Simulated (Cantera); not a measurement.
**Premixed flame**

A freely propagating, adiabatic, planar premixed flame of 6.11 % C3H8, 23.5 % O2, 70.2 % N2, 0.183 % H2O, equivalence ratio 1.3, unburnt at 700 K and 4.93 atm; mixture-averaged transport, grid criteria slope 0.08 and curve 0.16, no radiation.

Model: GRI-Mech 3.0 (53 species, 325 reactions), integrated in Cantera. GRI-Mech 3.0 was tuned for natural gas; its chemistry of propane as a main component is partial and can be far from experiment. Burning velocities carry a grid error of a few per cent, more on coarse grids.

| z (mm) | T (K) | u (m/s) | x C3H8 | x O2 | x NO | x C2H2 | x C2H6 | x C2H4 |
|---|---|---|---|---|---|---|---|---|
| -0.157 | 700 | 1.81 | 0.0609 | 0.234 | <1e-8 | 1.02e-7 | 8.92e-8 | 9.03e-7 |
| -0.105 | 702 | 1.82 | 0.0607 | 0.233 | 1.69e-8 | 1.54e-6 | 1.60e-6 | 1.40e-5 |
| -0.0785 | 709 | 1.85 | 0.0604 | 0.231 | 9.47e-8 | 1.07e-5 | 1.29e-5 | 9.93e-5 |
| -0.0523 | 765 | 2.02 | 0.0590 | 0.223 | 7.24e-7 | 0.000104 | 0.000154 | 0.000979 |
| -0.0262 | 1153 | 3.18 | 0.0422 | 0.175 | 6.60e-6 | 0.00115 | 0.00174 | 0.00965 |
| -0.0131 | 1589 | 4.58 | 0.0143 | 0.121 | 1.60e-5 | 0.00309 | 0.00201 | 0.0161 |
| 0 | 2014 | 6.00 | 0.000478 | 0.0653 | 3.39e-5 | 0.00515 | 0.000289 | 0.00656 |
| 0.0131 | 2253 | 6.75 | 9.02e-7 | 0.0307 | 6.31e-5 | 0.00251 | 5.04e-6 | 0.000580 |
| 0.0262 | 2346 | 7.02 | <1e-8 | 0.0149 | 9.46e-5 | 0.000492 | 6.56e-8 | 2.32e-5 |
| 0.0523 | 2406 | 7.16 | <1e-8 | 0.00584 | 0.000133 | 9.26e-6 | <1e-8 | 2.18e-8 |
| 0.105 | 2461 | 7.28 | <1e-8 | 0.00318 | 0.000158 | 1.19e-8 | <1e-8 | <1e-8 |
| 0.209 | 2517 | 7.42 | <1e-8 | 0.00196 | 0.000180 | <1e-8 | <1e-8 | <1e-8 |
| 0.419 | 2564 | 7.54 | <1e-8 | 0.00107 | 0.000207 | <1e-8 | <1e-8 | <1e-8 |
x: mole fraction of selected species; z is measured from the peak of heat release.

| Quantity | Value |
|---|---|
| laminar burning velocity | 180 cm/s |
| thermal thickness | 0.0523 mm |
| peak x(C2H2) | 0.00516 |
| peak x(C2H6) | 0.00228 |
| peak x(C2H4) | 0.0162 |
| grid points | 153 |
